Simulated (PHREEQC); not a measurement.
3.3 g of hydrous ferric oxide (600 m²/g; 0.2 weak and 0.005 strong sites per Fe, Dzombak-Morel constants, diffuse double layer) in 1 kg of water with 0.3 mol/kgw of an inert sodium salt and 0.013 mmol/kgw Na2SeO3, at 25 °C; the pH is set by adding NaOH or the inert anion's acid. No oxygen is let in. No CO2 enters from the air. No solid was allowed to form.

All values are PHREEQC results (ion-association model, wateq4f.dat), not measurements.

| pH | Se sorbed (%) | surface charge σ (C/m²) | surface potential ψ (mV) |
|---|---|---|---|
| 4 | 99.8 | 0.348 | 123 |
| 4.5 | 99.9 | 0.318 | 118 |
| 5 | 99.9 | 0.269 | 110 |
| 5.5 | 100.0 | 0.210 | ___ |
| 6 | 99.9 | 0.154 | 82 |
| 6.5 | 99.9 | 0.105 | 65 |
| 7 | 99.9 | 0.066 | ___ |
| 7.5 | 99.8 | 0.034 | 26 |
| 8 | 99.5 | 0.006 | ___ |
| 8.5 | 98.2 | -0.022 | -17 |
| 9 | 92.6 | -0.052 | ___ |
| 9.5 | 72.6 | -0.088 | -57 |
| 10 | 36.3 | -0.132 | -75 |
| 10.5 | 11.4 | -0.185 | -91 |
| 11 | 3.0 | -0.244 | -105 |
| 11.5 | 0.8 | -0.300 | -115 |
| 12 | 0.2 | -0.339 | -120 |

Task: What belongs in the gaps?

Result: 
- 5.5, surface potential ψ (mV): 97
- 7, surface potential ψ (mV): 46
- 8, surface potential ψ (mV): 4
- 9, surface potential ψ (mV): -38

The database's selenite sorption wasn't checked against measurements; a fall in acid may be a fault of its surface constants.
